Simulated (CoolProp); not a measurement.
Vapour-liquid equilibrium of R22 (1) + R115 (2) at 294.8 K; x and y are mole fractions of (1).

Values from CoolProp's multi-fluid Helmholtz-energy mixture model, Kamei 1995 and Lemmon 2016; pair parameters Bell 2016.

| x | bubble pressure (bar) | y at the bubble point | dew pressure at overall composition x (bar) | liquid density (mol/L) |
|---|---|---|---|---|
| 0.05 | 8.805 | … | 8.556 | 8.565 |
| 0.15 | … | … | 9.136 | 8.867 |
| 0.25 | 9.994 | … | 9.679 | 9.221 |
| 0.35 | 10.26 | 0.397 | 10.12 | 9.633 |
| 0.45 | 10.40 | 0.471 | 10.37 | 10.11 |
| 0.55 | 10.44 | 0.547 | 10.44 | 10.64 |
| 0.65 | 10.38 | 0.628 | … | 11.24 |
| 0.75 | 10.22 | 0.719 | … | … |
| 0.85 | … | 0.821 | 9.917 | 12.66 |
| 0.95 | 9.691 | 0.937 | 9.658 | 13.48 |

Complete the blanks.


- 0.05, y at the bubble point: 0.093
- 0.15, bubble pressure (bar): 9.544
- 0.15, y at the bubble point: 0.224
- 0.25, y at the bubble point: 0.318
- 0.65, dew pressure at overall composition x (bar): 10.35
- 0.75, dew pressure at overall composition x (bar): 10.16
- 0.75, liquid density (mol/L): 11.92
- 0.85, bubble pressure (bar): 9.989

y crosses x between x = 0.45 and 0.55: the model has an azeotrope there.

The pair parameters rest on a limited set of measurements; away from them the model extrapolates.
